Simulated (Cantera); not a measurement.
Charge: 1 mol Fe2O3, 0.62 mol C, 0.26 mol CO, held at 75.0 Torr.

Cantera equilibrium calculation (NASA polynomials, part measured and part estimated; ideal gas, pure solids and liquids). Candidate condensed phases: C, Fe, Fe(CO)5, FeO, Fe2O3, Fe3O4; 15 gas species. The tables' stoichiometric FeO is somewhat more stable than real wüstite, so its field is too wide. FeO: taken at fixed stoichiometry. Kinetics and transport are ignored.

x: gas mole fraction; n: condensed amount in mol.

```json
[
 {"T (K)": "1148", "x CO": "0.568", "x CO2": "0.432", "x Fe": "2.23e-11", "x FeO": "<1e-12", "n FeO(s)": "2.00", "n FeO(l)": "0"},
 {"T (K)": "1198", "x CO": "0.568", "x CO2": "0.432", "x Fe": "1.23e-10", "x FeO": "<1e-12", "n FeO(s)": "2.00", "n FeO(l)": "0"},
 {"T (K)": "1248", "x CO": "0.568", "x CO2": "0.432", "x Fe": "(withheld)", "x FeO": "<1e-12", "n FeO(s)": "2.00", "n FeO(l)": "0"},
 {"T (K)": "1298", "x CO": "0.568", "x CO2": "0.432", "x Fe": "2.53e-9", "x FeO": "4.92e-12", "n FeO(s)": "2.00", "n FeO(l)": "0"},
 {"T (K)": "1348", "x CO": "0.568", "x CO2": "0.432", "x Fe": "9.62e-9", "x FeO": "2.76e-11", "n FeO(s)": "2.00", "n FeO(l)": "0"},
 {"T (K)": "1398", "x CO": "0.568", "x CO2": "0.432", "x Fe": "3.32e-8", "x FeO": "1.36e-10", "n FeO(s)": "2.00", "n FeO(l)": "0"},
 {"T (K)": "1448", "x CO": "0.568", "x CO2": "0.432", "x Fe": "1.05e-7", "x FeO": "5.98e-10", "n FeO(s)": "2.00", "n FeO(l)": "0"},
 {"T (K)": "1498", "x CO": "0.568", "x CO2": "0.432", "x Fe": "3.06e-7", "x FeO": "2.37e-9", "n FeO(s)": "2.00", "n FeO(l)": "0"},
 {"T (K)": "1548", "x CO": "0.568", "x CO2": "0.432", "x Fe": "8.32e-7", "x FeO": "8.59e-9", "n FeO(s)": "2.00", "n FeO(l)": "0"},
 {"T (K)": "1598", "x CO": "0.568", "x CO2": "0.432", "x Fe": "2.12e-6", "x FeO": "2.86e-8", "n FeO(s)": "2.00", "n FeO(l)": "0"},
 {"T (K)": "1648", "x CO": "0.568", "x CO2": "0.432", "x Fe": "5.09e-6", "x FeO": "8.83e-8", "n FeO(s)": "2.00", "n FeO(l)": "0"},
 {"T (K)": "1698", "x CO": "0.568", "x CO2": "0.432", "x Fe": "(withheld)", "x FeO": "(withheld)", "n FeO(s)": "0", "n FeO(l)": "2.00"},
 {"T (K)": "1748", "x CO": "0.568", "x CO2": "0.432", "x Fe": "2.28e-5", "x FeO": "6.22e-7", "n FeO(s)": "0", "n FeO(l)": "2.00"}
]
```

**Question.** Complete the blanks.

**Answer.** 
- 1698, x Fe: 1.10e-5
- 1698, x FeO: 2.42e-7
- 1248, x Fe: 5.94e-10
